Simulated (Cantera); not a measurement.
A freely propagating, adiabatic, planar premixed flame of H₂ : O₂ : N₂ = 1 : 0.192 : 0.723 (molar parts), unburnt at 575 K and 36000 Pa; mixture-averaged transport, grid criteria slope 0.08 and curve 0.16, no radiation.

Model: the H2/O2 subset of GRI-Mech 3.0, which has no nitrogen chemistry, integrated in Cantera. Burning velocities carry a grid error of a few per cent, more on coarse grids.

### Question
How do the results move with these cheaper or finer settings: unity-Lewis-number transport; multicomponent transport; multicomponent+Soret transport; grid criteria slope 0.5, curve 1; grid criteria slope 0.25, curve 0.5; grid criteria slope 0.03, curve 0.06?

### Answer
```csv
setting,laminar burning velocity,thermal thickness,peak x(O),peak x(OH),grid points
as above,694 cm/s,1.75 mm,0.00275,0.00219,148
unity-Lewis-number transport,424 cm/s,1.57 mm,0.00182,0.00219,135
multicomponent transport,675 cm/s,1.77 mm,0.00266,0.00218,149
multicomponent+Soret transport,657 cm/s,1.74 mm,0.00266,0.00218,148
"grid criteria slope 0.5, curve 1",843 cm/s,2.63 mm,0.00236,0.00242,52
"grid criteria slope 0.25, curve 0.5",717 cm/s,1.97 mm,0.00255,0.00218,78
"grid criteria slope 0.03, curve 0.06",686 cm/s,1.69 mm,0.00281,0.00218,326
```
Unity Lewis numbers drop preferential diffusion, which matters most where H2 and H carry the flame; Soret adds thermal diffusion.
